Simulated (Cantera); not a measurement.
Thermodynamics of abatement and gas-phase synthesis, feed PH₃ + H₂ + O₂

A closed system holds: 1 mol PH₃, 0.13 mol H₂, 1.2 mol O₂, at 0.00280 bar.

These are equilibrium values from Cantera (NASA tables, ideal gas, pure condensed phases), not measurements of a reactor. Candidate condensed phases: H₂O, P, P₄O₁₀; 17 gas species. Gases not in the tables: HPO₂, HPO₃ and P₄O₆. Kinetics and transport are ignored.

From 2248 K to 2648 K nothing is condensed.

| T (K) | x H | x H₂O | x H₂ | x PO₂ | x PO | x O | x OH | x O₂ |
|---|---|---|---|---|---|---|---|---|
| 2248 | 0.0710 | 0.289 | 0.262 | 0.204 | 0.159 | 0.00220 | 0.0118 | 0.00102 |
| 2298 | 0.0906 | 0.279 | 0.251 | 0.198 | 0.159 | 0.00401 | 0.0162 | 0.00187 |
| 2348 | 0.114 | 0.265 | 0.238 | 0.191 | 0.159 | 0.00703 | 0.0218 | 0.00325 |
| 2398 | 0.141 | 0.246 | 0.226 | 0.181 | 0.160 | 0.0119 | 0.0283 | 0.00536 |
| 2448 | 0.173 | 0.222 | 0.212 | 0.169 | 0.160 | 0.0192 | 0.0354 | 0.00829 |
| 2498 | 0.209 | 0.193 | 0.197 | 0.155 | 0.161 | 0.0296 | 0.0424 | 0.0119 |
| 2548 | 0.249 | 0.161 | 0.181 | 0.138 | 0.163 | 0.0434 | 0.0484 | 0.0158 |
| 2598 | 0.291 | 0.128 | 0.164 | 0.119 | 0.165 | 0.0606 | 0.0526 | 0.0193 |
| 2648 | 0.334 | 0.0967 | 0.145 | 0.100 | 0.166 | 0.0806 | 0.0543 | 0.0218 |
x: gas mole fraction; nothing condenses.
